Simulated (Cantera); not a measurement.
Feed: 1 mol SiC, 0.052 mol C, 0.66 mol N2, at 133 Pa.

Equilibrium computed with Cantera from the NASA thermochemical tables; the gas is ideal and each condensed phase is pure. Candidate condensed phases: C, Si, SiC, Si3N4; 32 gas species. Ions and electrons are included (thermal ionisation). The tables' values for SiN are old estimates; treat these amounts as uncertain. The numbers say what is thermodynamically allowed, not how fast it happens.

Q: At 2977 °C, list the 4 most abundant gas species with their mole fractions, and the condensed phases.

A: Si 0.423, N2 0.285, C 0.0990, C3 0.0666. Condensed: gas only.
